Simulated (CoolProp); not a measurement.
Ethanol along the isobar 0.356 MPa: fugacity coefficient from the reference equation and from simpler models built on Tc = 514.7 K, pc = 6.268 MPa, ω = 0.644; each cubic takes its own stable root.

Model: reference Helmholtz-energy equation of state, Schroeder 2014, in CoolProp.

```
T (K)   phase  reference
-----  ------  ---------
375.2  liquid     0.6403
399.8     gas     0.9416
424.5     gas     0.9566
449.2     gas     0.9672
473.8     gas     0.9748
498.5     gas     0.9803
523.2     gas     0.9845
547.8     gas     0.9875
572.5     gas     0.9899
597.2     gas     0.9918
```

Q: How far does each simpler model (van der Waals, Soave-Redlich-Kwong) lie from the reference over these 10 states: mean and median of the absolute difference, and the worst?

A: 
- van der Waals: mean 5.8 %, median 0.4 %, worst +50.7 % at 375.2 K and 0.356 MPa
- Soave-Redlich-Kwong: mean 0.5 %, median 0.2 %, worst +2.4 % at 375.2 K and 0.356 MPa

At some of these states van der Waals gives the other phase, because its saturation line lies elsewhere.
